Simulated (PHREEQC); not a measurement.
Make-up at 25 °C: 4.1 mol MgCl2, 0.0037 mol Na2B4O7 and 0.35 mol KBr per kg of water. Closed to the air; pH follows from the charge balance.

Model: Pitzer model, pitzer.dat, run in PHREEQC.

This is a speciation only: nothing precipitates in the calculation.

**Question.** Estimate the pH, osmotic coefficient, activity of water.

**Answer.** pH 5.54; osmotic coefficient 2.584; activity of water 0.546.

**Question.** In which forms is B present?

**Answer.** B(OH)3 51 %, MgB(OH)4+ 46 %, B(OH)4- 2.8 % of the B.

Complexes and solids missing from the database can't appear. In brines, pH and single-ion activities rest on the MacInnes convention.
